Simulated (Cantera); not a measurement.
Cantera run:

```python
import numpy as np
import cantera as ct

gas_names = """
    O2 Br2
""".split()
cond_names = """
    Mg(cr) MgBr2(s) MgO(s)
""".split()


# ... load() reads the species with a 1 bar reference pressure and builds the phases ...
species = {s.name: s for s in load("nasa_gas.yaml", gas_names) + load("nasa_condensed.yaml", cond_names)}
T = 775
g = {n: (s.thermo.h(T) - T * s.thermo.s(T)) / (ct.gas_constant * T * np.log(10)) for n, s in species.items()}
valid = cond_names  # the entries whose range holds T


def stable(la, lb):
    # potentials (over RT ln 10) of the two non-metals from log10 p(O2) and log10 p(Br2) in bar
    mu = {}
    mu["O"] = (g["O2"] + la) / 2
    mu["Br"] = (g["Br2"] + lb) / 2
    cost = {}
    for n in valid:
        c = species[n].composition
        cost[n] = (g[n] - sum(c.get(e, 0) * m for e, m in mu.items())) / c["Mg"]
    return min(cost, key=cost.get)


results = []
for lb in [1, -0.4, -1.9, -3.3, -4.7, -6.1, -7.6, -9, -10.4, -11.9, -13.3, -14.7, -16.1, -17.6, -19]:
    row = [stable(la, lb) for la in [-35, -32.4, -29.9, -27.3, -24.7, -22.1, -19.6, -17, -14.4, -11.9, -9.3, -6.7, -4.1, -1.6, 1]]
    results.append(row)
    print(f"{lb:6.1f}  " + " ".join(f"{valid.index(n):x}" for n in row))
print("key: " + ", ".join(f"{i:x} {n}" for i, n in enumerate(valid)))
```

Output:

```
   1.0  1 1 1 1 1 1 1 1 1 1 1 2 2 2 2
  -0.4  1 1 1 1 1 1 1 1 1 2 2 2 2 2 2
  -1.9  1 1 1 1 1 1 1 1 2 2 2 2 2 2 2
  -3.3  1 1 1 1 1 1 1 2 2 2 2 2 2 2 2
  -4.7  1 1 1 1 1 1 2 2 2 2 2 2 2 2 2
  -6.1  1 1 1 1 1 2 2 2 2 2 2 2 2 2 2
  -7.6  1 1 1 1 2 2 2 2 2 2 2 2 2 2 2
  -9.0  1 1 1 2 2 2 2 2 2 2 2 2 2 2 2
 -10.4  1 1 2 2 2 2 2 2 2 2 2 2 2 2 2
 -11.9  2 2 2 2 2 2 2 2 2 2 2 2 2 2 2
 -13.3  2 2 2 2 2 2 2 2 2 2 2 2 2 2 2
 -14.7  2 2 2 2 2 2 2 2 2 2 2 2 2 2 2
 -16.1  2 2 2 2 2 2 2 2 2 2 2 2 2 2 2
 -17.6  2 2 2 2 2 2 2 2 2 2 2 2 2 2 2
 -19.0  2 2 2 2 2 2 2 2 2 2 2 2 2 2 2
key: 0 Mg(cr), 1 MgBr2(s), 2 MgO(s)
```

Source: NASA polynomial tables (part measured, part estimated), evaluated in Cantera. Not in the tables: oxide halides.
